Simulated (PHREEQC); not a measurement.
A PHREEQC speciation (ion-association model, wateq4f.dat) at 80 °C gives pH 4.77 and these molalities:

```csv
species,mol/kgw
SO4-2,0.00103
Cu+2,0.00102
CuSO4,0.000161
H+,1.83e-5
Cu2(OH)2+2,1.17e-5
HSO4-,5.59e-6
CuOH+,4.76e-7
```

Q: What are the element totals, and what could have been dissolved in 1 kg of water to give them?

A: Several could match; the one computed here: totals Cu(2) 0.00120, S(6) 0.00120 mol/kgw, from 0.0012 mol/kgw CuSO4.

This is a speciation only: nothing precipitates in the calculation. Examples of supersaturated solids here: Tenorite (slow to form). Others may be too. Away from 25 °C the constants follow the database's enthalpies or fits; those with neither stay at their 25 °C values.
